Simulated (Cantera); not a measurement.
Mixture: 8.41 % CH4, 0.757 % C2H6, 0.294 % C3H8, 19.0 % O2, 71.5 % N2, equivalence ratio 1.1, at 101000 Pa, adiabatic and at constant volume. Ignition delay is the time to a rise of 400 K.

Detailed kinetics in Cantera: GRI-Mech 3.0 (53 species, 325 reactions).

Predict: delay at 1298 K; delay at 1373 K; delay at 1448 K; delay at 1523 K; delay at 1598 K; delay at 1673 K; delay at 1748 K; apparent activation energy between 1598 and 1748 K.


```
Item                                                    Result
--------------------------------------------------  ----------
delay at 1298 K                                        1.60 ms
delay at 1373 K                                       0.662 ms
delay at 1448 K                                       0.301 ms
delay at 1523 K                                       0.151 ms
delay at 1598 K                                        84.1 µs
delay at 1673 K                                        50.9 µs
delay at 1748 K                                        33.2 µs
apparent activation energy between 1598 and 1748 K  140 kJ/mol
```
